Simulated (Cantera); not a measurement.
**Adiabatic ignition**

An adiabatic, constant-pressure homogeneous reactor starts with 6.87 % CH₄, 19.6 % O₂, 73.5 % N₂, equivalence ratio 0.70, at 1448 K and 1.00 atm.

Detailed kinetics in Cantera: GRI-Mech 3.0 (53 species, 325 reactions).

```
t (s)     T (K)   x CH₄    x O₂     x HCN     x CH₃     x N₂O   x CH₂CO
--------  -----  ------  ------  --------  --------  --------  --------
7.00e-6    1448  0.0687   0.196    <1e-12   3.36e-7    <1e-12    <1e-12
1.46e-5    1448  0.0687   0.196    <1e-12   7.38e-7    <1e-12    <1e-12
3.05e-5    1448  0.0687   0.196    <1e-12   1.67e-6  3.50e-12    <1e-12
6.37e-5    1448  0.0687   0.196    <1e-12   4.09e-6  1.37e-11    <1e-12
0.000133   1448  0.0687   0.196    <1e-12   1.14e-5  5.23e-11    <1e-12
0.000277   1448  0.0686   0.196    <1e-12   3.73e-5  1.79e-10  8.50e-11
0.000579   1449  0.0683   0.196    <1e-12  0.000113  5.61e-10   1.36e-8
0.00121    1460  0.0658   0.195    <1e-12  0.000283   3.05e-9   1.98e-6
0.00252    2589  <1e-12  0.0602  1.92e-11    <1e-12   6.02e-7    <1e-12
0.00527    2585  <1e-12  0.0582  3.39e-11    <1e-12   6.19e-7    <1e-12
0.0110     2579  <1e-12  0.0560  4.81e-11    <1e-12   6.55e-7    <1e-12
0.0230     2576  <1e-12  0.0549  5.43e-11    <1e-12   6.80e-7    <1e-12
0.0479     2576  <1e-12  0.0548  5.50e-11    <1e-12   6.83e-7    <1e-12
0.100      2576  <1e-12  0.0548  5.50e-11    <1e-12   6.83e-7    <1e-12
```
x: mole fraction; the columns are a selection and need not sum to one.

The time of steepest temperature rise comes out as 1.72 ms and the temperature at 0.100 s is 2576 K. The equilibrium temperature is 2576 K and the x(CH₄) at 0.100 s is <1e-12 (gas-phase equilibrium <1e-12). The x(O₂) at 0.100 s comes out as 0.0548 (gas-phase equilibrium 0.0548) and the x(HCN) at 0.100 s is 5.50e-11 (gas-phase equilibrium 5.50e-11).
